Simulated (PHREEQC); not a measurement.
Model water analysis in mg/L, 20 °C, pH 2.74, pe 11:

```
constituent   mg/L
-----------  -----
Na            63.2
K             11.9
Ca            70.4
Mg            20.5
Cl            67.1
S(6) as SO4    507
Zn           0.306
Sr            6.93
Mn(2)         1.24
Pb            2.28
Fe(3)         11.8
Cu(2)         5.38
```

Valence states are taken as typed.

All values are PHREEQC results (ion-association model, phreeqc.dat), not measurements.

### Question
The ionic strength comes out as 0.0163 mol/kgw. What activity coefficients do K+, Sr+2, KSO4-, Fe(OH)2+, Fe(SO4)2- get?

### Answer
K+ 0.88, Sr+2 0.62, KSO4- 0.89, Fe(OH)2+ 0.89, Fe(SO4)2- 0.88.

Precipitation was switched off in this run. Examples of supersaturated solids here: Jarosite-K, Hematite (slow to form). Others may be too.
